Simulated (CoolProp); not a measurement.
Vapour-liquid equilibrium of CH2F2 (R32) (1) + R227EA (2) at -72.15 °C; x and y are mole fractions of (1).

Model: multi-fluid Helmholtz-energy mixture model, Tillner-Roth 1997 and Lemmon 2016; pair parameters Bell 2016, in CoolProp.

| x | bubble pressure (bar) | y at the bubble point | dew pressure at overall composition x (bar) | liquid density (mol/L) |
|---|---|---|---|---|
| 0.05 | 0.06162 | 0.392 | 0.04122 | 10.46 |
| 0.125 | 0.09536 | 0.637 | 0.04445 | 11.00 |
| 0.2 | 0.1275 | 0.750 | ? | 11.59 |
| 0.275 | 0.1566 | 0.813 | 0.05269 | ? |
| 0.35 | 0.1819 | 0.852 | 0.05808 | 12.93 |
| 0.425 | 0.2035 | 0.879 | 0.06469 | 13.71 |
| 0.5 | 0.2218 | 0.898 | 0.07301 | 14.58 |
| 0.575 | 0.2375 | 0.914 | 0.08377 | 15.56 |
| 0.65 | 0.2513 | ? | 0.09826 | 16.65 |
| 0.725 | 0.2642 | 0.939 | 0.1187 | 17.89 |
| 0.8 | 0.2770 | 0.952 | 0.1497 | 19.32 |
| 0.875 | 0.2902 | 0.967 | ? | 20.97 |
| 0.95 | 0.3046 | 0.985 | 0.2748 | 22.90 |

Question: Complete the blanks.

Answer: 
- 0.2, dew pressure at overall composition x (bar): 0.04822
- 0.275, liquid density (mol/L): 12.23
- 0.65, y at the bubble point: 0.927
- 0.875, dew pressure at overall composition x (bar): 0.2003

No azeotrope shows between x = 0.05 and 0.95.

Pair parameters are fitted to limited data, so mixtures are less certain than the pure fluids.
